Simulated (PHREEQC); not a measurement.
Consider water at 20 °C with 4 mmol/kgw H2SO4 and 10.9 mmol/kgw KNO3. It is in equilibrium with CO2 at log p = -1 (atm). Otherwise closed; pH follows from the charge balance.

All values are PHREEQC results (ion-association model, phreeqc.dat), not measurements.

The pH is 2.21 and the ionic strength is 0.0206 mol/kgw. The specific conductance comes out as 3620 µS/cm and the total alkalinity is -8.00 meq/kg.

```json
[
 {"species": "NO3-", "molality": "0.0109", "activity": "0.00941", "log γ": "-0.064"},
 {"species": "K+", "molality": "0.0108", "activity": "0.00935", "log γ": "-0.062"},
 {"species": "H+", "molality": "0.00697", "activity": "0.00620", "log γ": "-0.051"},
 {"species": "CO2", "molality": "0.00390", "activity": "0.00391", "log γ": "0.002"},
 {"species": "SO4-2", "molality": "0.00285", "activity": "0.00166", "log γ": "-0.236"},
 {"species": "HSO4-", "molality": "0.00103", "activity": "0.000898", "log γ": "-0.060"}
]
```

Precipitation was switched off in this run. Complexes and solids missing from the database can't appear.
